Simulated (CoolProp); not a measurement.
Saturated liquid density (kg/m³) of propylene: the reference equation beside estimates from Tc = 364.2 K, pc = 4.555 MPa, ω = 0.146.

Model: reference Helmholtz-energy equation of state, Lemmon 2013, in CoolProp.

```csv
T (K),reference,Redlich-Kwong,Soave-Redlich-Kwong,Peng-Robinson
263,560.8,511.1,521.7,591.2
276.1,541.7,489.1,500.4,567.5
289.1,521.4,465.3,477.1,541.3
302.2,499.2,439.0,450.8,511.5
315.3,474.3,409.4,421.0,477.3
328.3,445.8,376.0,386.8,437.6
341.4,410.5,335.7,344.9,388.5
354.4,360.7,282.8,289.1,322.5
```

Absolute difference from the reference over all 8 rows, mean and median: Redlich-Kwong 13.8 and 12.9 %, Soave-Redlich-Kwong 11.6 and 10.5 %, Peng-Robinson 4.4 and 4.3 %.
